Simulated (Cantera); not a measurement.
Input: 1 mol PbO, 0.073 mol H₂, equilibrated at 7.50 Torr.

These are equilibrium values from Cantera (NASA tables, ideal gas, pure condensed phases), not measurements of a reactor. Candidate condensed phases: H₂O, Pb, PbO, PbO₂, Pb₃O₄; 12 gas species. Mutual solubility and eutectic melting of coexisting phases are not modelled. Kinetics and transport are ignored. All values below are at 877 °C.

Base state: H₂O 0.969, Pb 0.0290, PbO 0.00228, H₂ 0.000233 (mole fractions); condensed: Pb(l) + PbO(yellow).

Question: What changes in the equilibrium state with this change: 0.55 mol CH₄ added?

Answer: 
| species | before | after |
|---|---|---|
| H₂ | 0.000233 | 0.481 |
| CO | 0 | 0.236 |
| H₂O | 0.969 | 0.180 |
| CO₂ | 0 | 0.0740 |
| Pb | 0.0290 | 0.0290 |
| PbO | 0.00228 | 2.04e-7 |
| Pb(l), mol | 0.0708 | 0.949 |
| PbO(yellow), mol | 0.927 | 0 |
Further candidate phases: C, C₆H₆, C₇H₈, C₈H₁₈.
